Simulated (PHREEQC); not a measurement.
Consider water at 25 °C with 0.013 mol/kgw HF and 0.00021 mol/kgw LiCl. Closed to the air; pH follows from the charge balance.

The numbers come from PHREEQC with the ion-association model, phreeqc.dat.

Precipitation was switched off in this run.

Order these F species by the share of F that they hold, largest first: HF2-, HF, F-.

HF (78 %), F- (21 %), HF2- (1.6 %)

The pH is 2.58 and the ionic strength 0.00301 mol/kgw.
